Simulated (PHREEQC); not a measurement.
Solution (20 °C): 0.013 mol/kgw KOH, 0.02 mol/kgw CO2 and 0.0084 mol/kgw (CH3)4NCl. Closed to the air; pH follows from the charge balance.

Equilibrium calculation in PHREEQC: ion-association model, phreeqc.dat.

| quantity | before | after |
|---|---|---|
| pH | 6.59 | 12.05 |
| ionic strength (mol/kgw) | 0.0214 | 0.0234 |

Question: Name the change that produced these shifts.
(A) KOH replaced by KF at the same molality
(B) KOH left out
(C) CO2 from 0.02 to 0.002 mol/kgw
(D) diluted 5-fold with water
(E) CO2 from 0.02 to 0.018 mol/kgw

Answer: C, CO2 from 0.02 to 0.002 mol/kgw

This is a speciation only: nothing precipitates in the calculation. (CH3)4N+ isn't in the database: it is added as a free cation with an ion size of 4 Å.
